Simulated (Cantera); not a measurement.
Input: 1 mol Al, 1 mol NH3, 4 mol H2, held at 902 °C and 5.00 mbar.

Equilibrium computed with Cantera from the NASA thermochemical tables; the gas is ideal and each condensed phase is pure. Candidate condensed phases: Al, AlN; 13 gas species. Rates play no part.

Base state: H2 1.000 (mole fractions); condensed: AlN(s).

Question: What changes in the equilibrium state with this change: Al replaced by AlCl3?

Answer: 
```tsv
species	before	after
H2	1.000	0.733
AlCl3	0	0.108
HCl	0	0.105
N2	1.95e-9	0.0540
AlCl2	0	0.000291
AlCl	0	2.95e-5
AlN(s), mol	1.00	0.244
```
The tables' values for AlCl2 are old estimates; treat these amounts as uncertain. Further candidate phases: AlCl3, NH4Cl.
